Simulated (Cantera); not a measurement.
## Moist CO burnout

An isothermal, constant-pressure homogeneous reactor starts with CO : O₂ : H₂O : N₂ = 0.0032 : 0.013 : 0.00038 : 1 (molar parts), at 1025 K and 0.240 bar.

Detailed kinetics in Cantera: GRI-Mech 3.0 (53 species, 325 reactions).

```json
[
 {"t (s)": "7.00e-5", "x CO": "0.00315", "x O₂": "0.0128", "x H₂O": "0.000374", "x NO": "<1e-12", "x O": "1.28e-12", "x H₂O₂": "<1e-12", "x H": "<1e-12"},
 {"t (s)": "0.000229", "x CO": "0.00315", "x O₂": "0.0128", "x H₂O": "0.000374", "x NO": "<1e-12", "x O": "4.17e-12", "x H₂O₂": "<1e-12", "x H": "<1e-12"},
 {"t (s)": "0.000749", "x CO": "0.00315", "x O₂": "0.0128", "x H₂O": "0.000374", "x NO": "<1e-12", "x O": "1.36e-11", "x H₂O₂": "<1e-12", "x H": "<1e-12"},
 {"t (s)": "0.00245", "x CO": "0.00315", "x O₂": "0.0128", "x H₂O": "0.000374", "x NO": "<1e-12", "x O": "4.45e-11", "x H₂O₂": "<1e-12", "x H": "<1e-12"},
 {"t (s)": "0.00801", "x CO": "0.00315", "x O₂": "0.0128", "x H₂O": "0.000374", "x NO": "<1e-12", "x O": "1.49e-10", "x H₂O₂": "<1e-12", "x H": "1.27e-12"},
 {"t (s)": "0.0262", "x CO": "0.00315", "x O₂": "0.0128", "x H₂O": "0.000374", "x NO": "<1e-12", "x O": "6.05e-10", "x H₂O₂": "<1e-12", "x H": "8.47e-12"},
 {"t (s)": "0.0857", "x CO": "0.00315", "x O₂": "0.0128", "x H₂O": "0.000374", "x NO": "<1e-12", "x O": "6.01e-9", "x H₂O₂": "<1e-12", "x H": "1.09e-10"},
 {"t (s)": "0.280", "x CO": "0.00313", "x O₂": "0.0128", "x H₂O": "0.000373", "x NO": "3.32e-12", "x O": "1.11e-5", "x H₂O₂": "3.25e-9", "x H": "4.61e-7"},
 {"t (s)": "0.917", "x CO": "0.000745", "x O₂": "0.0116", "x H₂O": "0.000370", "x NO": "1.52e-8", "x O": "2.53e-5", "x H₂O₂": "5.25e-9", "x H": "1.52e-6"},
 {"t (s)": "3.00", "x CO": "8.66e-5", "x O₂": "0.0113", "x H₂O": "0.000374", "x NO": "2.38e-8", "x O": "2.92e-6", "x H₂O₂": "1.77e-9", "x H": "6.73e-8"}
]
```
x: mole fraction; the columns are a selection and need not sum to one.

Equilibrium at this temperature and pressure: CO 8.53e-12, O₂ 0.0112, H₂O 0.000374, NO 1.06e-5, O 7.18e-11, H₂O₂ <1e-12, H <1e-12 (gas phase only).
